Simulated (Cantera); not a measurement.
Cantera run:

```python
import numpy as np
import cantera as ct

gas_names = """
    B BH BH2 BH3 BN B2 H H2 N NH NH2 NH3 N2 N2H2 N2H4
""".split()
cond_names = """
    B(b) B(L) BN(s)
""".split()


def load(file, names, dense=False):
    # The tables refer to 1 bar. Condensed volumes are neglected.
    table = {s.name: s for s in ct.Species.list_from_file(file)}
    out = []
    for n in names:
        d = dict(table[n].input_data)
        d["thermo"] = dict(d["thermo"], **{"reference-pressure": 1e5})
        if dense:
            d["equation-of-state"] = {"model": "constant-volume", "density": "1e6 g/cm^3"}
        out.append(ct.Species.from_dict(d))
    return out


gas = ct.Solution(thermo="ideal-gas", species=load("nasa_gas.yaml", gas_names))
cond = {s.name: ct.Solution(thermo="fixed-stoichiometry", species=[s], name=s.name)
        for s in load("nasa_condensed.yaml", cond_names, dense=True)}
atoms = {
    'borazine': {'B': 3, 'N': 3, 'H': 6},
    'H2': {'H': 2},
}
top_T = {'BN(s)': 3200}  # K; cautious upper limits of use, not melting points


def equilibrate(T, P, feed):
    n = {}
    for name, mol in feed.items():
        for a, k in atoms[name].items():
            n[a] = n.get(a, 0.0) + k * mol
    gas.TPX = T, P, n
    mass = sum(n.values()) * gas.mean_molecular_weight
    gas.equilibrate("TP")
    valid = [c for c in cond.values() if c.min_temp <= T <= top_T.get(c.name, c.max_temp)]
    mix = ct.Mixture([(gas, mass / gas.mean_molecular_weight)] + [(c, 0.0) for c in valid])
    mix.T, mix.P = T, P
    mix.equilibrate("TP", solver="vcs", rtol=1e-11, max_steps=5000)
    return mix


results = []
feed = {'borazine': 1, 'H2': 66}  # mol
P = 42  # Pa
for T in [1198, 1273, 1348, 1423, 1498, 1573, 1648, 1723, 1798, 1873]:
    mix = equilibrate(T, P, feed)
    results.append((T, P, feed, dict(zip(mix.species_names, mix.species_moles))))

top = {s: max(r[3][s] / sum(r[3][g] for g in gas_names) for r in results) for s in gas_names}
cols = sorted((s for s in top if top[s] > 0.0001), key=lambda s: -top[s])[:6]
seen = [c for c in cond_names if any(r[3].get(c, 0) > 1e-12 for r in results)]
print("log10 of partial pressures in bar; condensed amounts in mol")
print(f"{'T/K':>10s}" + "".join(f"{s[:9]:>10s}" for s in cols + seen))
for T, P, feed, n in results:
    ng = sum(n[g] for g in gas_names)
    print(f"{T:10.4g}" + "".join(f"{np.log10(max(n[s] / ng * P / 1e5, 1e-99)):10.3f}" for s in cols)
          + "".join(f"{n.get(c, 0):10.4g}" for c in seen))
```

It prints:

```
log10 of partial pressures in bar; condensed amounts in mol
       T/K        H2         H        N2       BH2      B(b)     BN(s)
      1198    -3.377    -8.409   -11.116   -10.858         0         3
      1273    -3.377    -7.835   -10.366   -10.089         0         3
      1348    -3.377    -7.324    -9.696    -9.409         0         3
      1423    -3.377    -6.866    -9.094    -8.802         0         3
      1498    -3.377    -6.453    -8.287    -8.391  0.001021     2.998
      1573    -3.378    -6.080    -7.457    -8.070   0.01007     2.989
      1648    -3.379    -5.740    -6.704    -7.780    0.0624     2.935
      1723    -3.382    -5.430    -6.017    -7.517    0.3133     2.682
      1798    -3.389    -5.148    -5.387    -7.280     1.363     1.628
      1873    -3.400    -4.890    -5.056    -7.068     2.983         0
```

These are equilibrium values from Cantera (NASA tables, ideal gas, pure condensed phases), not measurements of a reactor. The feed counts by its element totals alone. Mutual solubility and eutectic melting of coexisting phases are not modelled. The tables' values for BH2 are old estimates; treat these amounts as uncertain.
